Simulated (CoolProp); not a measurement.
Hydrogen chloride at several states: fugacity coefficient from the reference equation and from simpler models built on Tc = 51.5 °C, pc = 8.314 MPa, ω = 0.130; each cubic takes its own stable root.

Model: reference Helmholtz-energy equation of state, Thol 2018, in CoolProp.

| T (°C) | p (MPa) | phase | reference |
|---|---|---|---|
| -29.45 | 15.6 | liquid | 0.07898 |
| 261.45 | 0.127 | gas | 0.9989 |
| 354.05 | 0.0106 | gas | 1.0000 |
| 0.45 | 17.9 | liquid | 0.1510 |
| 36.25 | 0.31 | gas | 0.9838 |
| 284.05 | 34.2 | supercritical | 0.8254 |

Problem. How far does each simpler model (van der Waals, Soave-Redlich-Kwong, Peng-Robinson) lie from the reference over these 6 states: mean and median of the absolute difference, and the worst?

Solution. 
- van der Waals: mean 34.6 %, median 2.8 %, worst +132.1 % at -29.45 °C and 15.6 MPa
- Soave-Redlich-Kwong: mean 4.3 %, median 3.7 %, worst +9.3 % at 0.45 °C and 17.9 MPa
- Peng-Robinson: mean 1.4 %, median 1.2 %, worst +3.3 % at 0.45 °C and 17.9 MPa
